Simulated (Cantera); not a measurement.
Input (Python, Cantera):

```python
import numpy as np
import cantera as ct

gas = ct.Solution("gri30.yaml", transport_model="multicomponent")
show = ['O', 'NO', 'OH']

rows = []
print(f"{'T/K':>7s}{'rho':>11s}{'cp':>10s}{'mu':>11s}{'lambda':>11s}{'Pr':>7s}" + "".join(f"{'D_' + s:>11s}" for s in show))
for T in [400, 550, 700, 850, 1000, 1150]:
    gas.TPX = T, 500000, {'C2H2': 0.4, 'NH3': 0.23, 'CH3OH': 0.53}
    Pr = gas.cp_mass * gas.viscosity / gas.thermal_conductivity
    D = [gas.mix_diff_coeffs_mole[gas.species_index(s)] for s in show]
    rows.append([gas.density, gas.cp_mass, gas.viscosity, gas.thermal_conductivity, Pr, *D])
    print(f"{T:7g}{gas.density:11.4e}{gas.cp_mass:10.1f}{gas.viscosity:11.4e}"
          f"{gas.thermal_conductivity:11.4e}{Pr:7.3f}" + "".join(f"{d:11.4e}" for d in D))
print("SI units: kg/m3, J/kg/K, Pa s, W/m/K, m2/s")
```

It prints:

```
    T/K        rho        cp         mu     lambda     Pr        D_O       D_NO       D_OH
    400 4.0585e+00    1795.9 1.3440e-05 3.3566e-02  0.719 9.1070e-06 5.7395e-06 8.9361e-06
    550 2.9516e+00    2117.9 1.8171e-05 5.3172e-02  0.724 1.6073e-05 1.0193e-05 1.5771e-05
    700 2.3191e+00    2388.9 2.2550e-05 7.4049e-02  0.727 2.4466e-05 1.5573e-05 2.4007e-05
    850 1.9099e+00    2604.5 2.6601e-05 9.4940e-02  0.730 3.4149e-05 2.1788e-05 3.3508e-05
   1000 1.6234e+00    2800.1 3.0366e-05 1.1628e-01  0.731 4.5025e-05 2.8773e-05 4.4180e-05
   1150 1.4116e+00    2959.2 3.3890e-05 1.3700e-01  0.732 5.7021e-05 3.6480e-05 5.5951e-05
SI units: kg/m3, J/kg/K, Pa s, W/m/K, m2/s
```

Model: GRI-Mech 3.0 (53 species, 325 reactions), integrated in Cantera. Polar gases are described roughly by these parameters. The composition is frozen, though it would react at the higher temperatures.
